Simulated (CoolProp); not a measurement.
Computed with CoolProp (reference Helmholtz-energy equation of state, Lemmon 2009).

### Question
Give the vapour pressure (MPa), enthalpy of vaporisation (kJ/kg), liquid cp (kJ/(kg K)), surface tension (mN/m) of saturated propane at 171.1, 207.9, 244.7 K.

### Answer
```
T (K)  p (MPa)  enthalpy of vaporisation (kJ/kg)  liquid cp (kJ/(kg K))  surface tension (mN/m)
-----  -------  --------------------------------  ---------------------  ----------------------
171.1  0.00243                               482                   2.05                    23.6
207.9   0.0321                               449                   2.15                    18.8
244.7    0.178                               411                   2.31                    13.8
```

Surface tension comes from a separate correlation (Mulero 2012).
